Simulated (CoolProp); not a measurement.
A single-stage vapour-compression cycle with R245ca: evaporating at 251.15 K (dew point), condensing at 278.15 K (bubble point), superheat 2 K, subcooling 8 K, compressor efficiency 0.8, no pressure losses. Each further row changes one setting.

Model: reference Helmholtz-energy equation of state, Zhou 2016, in CoolProp.

| case | cooling COP | pressure ratio | discharge temperature (K) | refrigerating effect (kJ/kg) | volumetric capacity (kJ/m³) |
|---|---|---|---|---|---|
| as stated | 7.15 | 4.10 | 288.9 | 207 | 140 |
| evaporating temperature 256.15 K | 9.11 | … | … | 211 | … |
| condensing temperature 273.15 K | 8.93 | 3.24 | 282.9 | 213 | 144 |
| subcooling 13 K | 7.38 | 4.10 | 288.9 | 213 | 144 |
| superheat 12 K | 7.15 | 4.10 | … | … | 139 |
| compressor efficiency 0.7 | … | 4.10 | … | 207 | 140 |

Q: Complete the blanks.

A: 
- evaporating temperature 256.15 K, pressure ratio: 3.07
- evaporating temperature 256.15 K, discharge temperature (K): 286.7
- evaporating temperature 256.15 K, volumetric capacity (kJ/m³): 187
- superheat 12 K, discharge temperature (K): 299.2
- superheat 12 K, refrigerating effect (kJ/kg): 215
- compressor efficiency 0.7, cooling COP: 6.26
- compressor efficiency 0.7, discharge temperature (K): 293.6
